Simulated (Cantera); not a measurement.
Mixture: CH4 : C2H6 : C3H8 : O2 : N2 = 1 : 0.071 : 0.46 : 10.6 : 39.8 (molar parts), at 0.750 atm, adiabatic and at constant pressure. Ignition delay is the time to a rise of 400 K.

Model: GRI-Mech 3.0 (53 species, 325 reactions), integrated in Cantera. GRI-Mech 3.0 was tuned for natural gas; its chemistry of propane as a main component is partial and can be far from experiment.

Problem. Predict: delay at 1125 K; delay at 1225 K; delay at 1325 K; delay at 1425 K; apparent activation energy between 1375 and 1475 K.

Solution. 
| Quantity | Result |
|---|---|
| delay at 1125 K | 25.8 ms |
| delay at 1225 K | 3.82 ms |
| delay at 1325 K | 0.785 ms |
| delay at 1425 K | 0.234 ms |
| apparent activation energy between 1375 and 1475 K | 180 kJ/mol |
